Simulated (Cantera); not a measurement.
# Ignition delay

Mixture: 8.28 % CH₄, 12.7 % O₂, 79.0 % N₂, equivalence ratio 1.3, at 1.09 atm, adiabatic and at constant volume. Ignition delay is the time to a rise of 400 K.

Cantera simulation using GRI-Mech 3.0 (53 species, 325 reactions); the numbers are that mechanism's predictions, not measurements.

```csv
T0 (K),delay (ms)
1323,14.3
1423,4.18
1523,1.39
1623,0.531
1723,0.236
1823,0.119
1923,0.0660
2023,0.0395
2123,0.0252
```

```
Quantity                                                Result
--------------------------------------------------  ----------
apparent activation energy between 1923 and 2123 K  160 kJ/mol
```
